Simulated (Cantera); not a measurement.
Mixture: C₃H₈ : O₂ : N₂ : CO₂ = 1 : 5.26 : 32.6 : 3.3 (molar parts), equivalence ratio 0.95, at 1.40 bar, adiabatic and at constant pressure. Ignition delay is the time to a rise of 400 K.

Computed with Cantera and GRI-Mech 3.0 (53 species, 325 reactions). GRI-Mech 3.0 was tuned for natural gas; its chemistry of propane as a main component is partial and can be far from experiment.

**Question.** What does this change do: O2 5.26 to 3.3 parts?

**Answer.** 
```
quantity                                                before       after
--------------------------------------------------  ----------  ----------
delay at 1298 K                                        1.26 ms     1.85 ms
delay at 1398 K                                       0.289 ms    0.438 ms
delay at 1498 K                                        94.1 µs    0.147 ms
delay at 1598 K                                        41.2 µs     66.0 µs
delay at 1698 K                                        22.5 µs     36.7 µs
apparent activation energy between 1648 and 1748 K  120 kJ/mol  120 kJ/mol
```
